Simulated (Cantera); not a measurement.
## Adiabatic ignition

An adiabatic, constant-volume homogeneous reactor starts with 3.25 % CH₄, 20.3 % O₂, 76.4 % N₂, at 1323 K and 170000 Pa.

Cantera simulation using GRI-Mech 3.0 (53 species, 325 reactions); the numbers are that mechanism's predictions, not measurements.

```
t (s)     T (K)  P (bar)   x CH₄   x O₂      x CO    x HO₂     x CH₂      x H₂
--------  -----  -------  ------  -----  --------  -------  --------  --------
2.00e-6    1323     1.70  0.0325  0.203    <1e-12  8.45e-9    <1e-12  1.12e-10
4.76e-6    1323     1.70  0.0325  0.203    <1e-12  2.01e-8    <1e-12  3.34e-10
1.13e-5    1323     1.70  0.0325  0.203    <1e-12  4.77e-8    <1e-12  9.29e-10
2.70e-5    1323     1.70  0.0325  0.203  5.94e-12  1.13e-7    <1e-12   2.72e-9
6.44e-5    1323     1.70  0.0325  0.203  8.61e-11  2.62e-7    <1e-12   9.34e-9
0.000153   1323     1.70  0.0325  0.203   1.42e-9  5.91e-7    <1e-12   4.27e-8
0.000365   1323     1.70  0.0325  0.203   3.26e-8  1.21e-6    <1e-12   3.08e-7
0.000869   1323     1.70  0.0324  0.203   1.53e-6  2.10e-6  2.37e-11   3.99e-6
0.00207    1328     1.71  0.0318  0.203   7.66e-5  8.61e-6  2.81e-10   6.36e-5
0.00493    2198     2.83  <1e-12  0.137  0.000309  4.41e-6    <1e-12  0.000116
0.0117     2197     2.83  <1e-12  0.137  0.000307  4.39e-6    <1e-12  0.000115
0.0280     2195     2.82  <1e-12  0.137  0.000303  4.34e-6    <1e-12  0.000114
0.0666     2190     2.82  <1e-12  0.136  0.000295  4.26e-6    <1e-12  0.000111
0.159      2183     2.81  <1e-12  0.134  0.000282  4.12e-6    <1e-12  0.000107
0.378      2175     2.80  <1e-12  0.133  0.000269  3.98e-6    <1e-12  0.000102
0.900      2173     2.80  <1e-12  0.133  0.000266  3.94e-6    <1e-12  0.000101
```
x: mole fraction; the columns are a selection and need not sum to one.

* **time of steepest temperature rise**: 3.25 ms
* **temperature at 0.900 s**: 2173 K
* **equilibrium temperature**: 2173 K
* **x(CH₄) at 0.900 s**: <1e-12 (gas-phase equilibrium <1e-12)
* **x(O₂) at 0.900 s**: 0.133 (gas-phase equilibrium 0.133)
* **x(CO) at 0.900 s**: 0.000266 (gas-phase equilibrium 0.000266)
